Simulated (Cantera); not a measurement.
Feed: 1 mol B2O3, 3.3 mol NH3, 0.37 mol H2, held at 10000 Pa.

Equilibrium computed with Cantera from the NASA thermochemical tables; the gas is ideal and each condensed phase is pure. Candidate condensed phases: B, BN, B2O3, B3O3H3, H2O; 39 gas species. Mutual solubility and eutectic melting of coexisting phases are not modelled. Gases not in the tables: H3BO3. Equilibrium is a limit: real reactors are often held back by kinetics, nucleation or transport.

Question: At 1625 K, list the 6 most abundant gas species with their mole fractions, and the condensed phases.

Answer: H2 0.749, N2 0.234, HBO2 0.00843, HBO 0.00445, B2O3 0.00227, H2O 0.00158. Condensed: BN(s) + B2O3(l).
